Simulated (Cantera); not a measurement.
An isothermal, constant-pressure homogeneous reactor starts with 42.0 % H2, 23.3 % O2, 32.6 % N2, 2.08 % H2O, equivalence ratio 0.90, at 925 K and 0.424 atm.

Computed with Cantera and the H2/O2 subset of GRI-Mech 3.0, which has no nitrogen chemistry. Below about 950 K walls govern HO2 and H2O2 in real vessels. The temperature is held fixed by assumption; the heat of reaction is taken as removed at once.

Predict: x(H2) at 3.00 s; x(O2) at 3.00 s; x(H2O) at 3.00 s; x(HO2) at 3.00 s; x(O) at 3.00 s; x(H2O2) at 3.00 s; x(OH) at 3.00 s.


```
Quantity                                              Result
-----------------  -----------------------------------------
x(H2) at 3.00 s      0.0757 (gas-phase equilibrium 3.89e-11)
x(O2) at 3.00 s        0.0661 (gas-phase equilibrium 0.0295)
x(H2O) at 3.00 s         0.460 (gas-phase equilibrium 0.557)
x(HO2) at 3.00 s    3.85e-5 (gas-phase equilibrium 1.12e-10)
x(O) at 3.00 s      5.16e-8 (gas-phase equilibrium 3.53e-12)
x(H2O2) at 3.00 s  0.000278 (gas-phase equilibrium 6.27e-11)
x(OH) at 3.00 s      7.06e-8 (gas-phase equilibrium 4.22e-8)
```
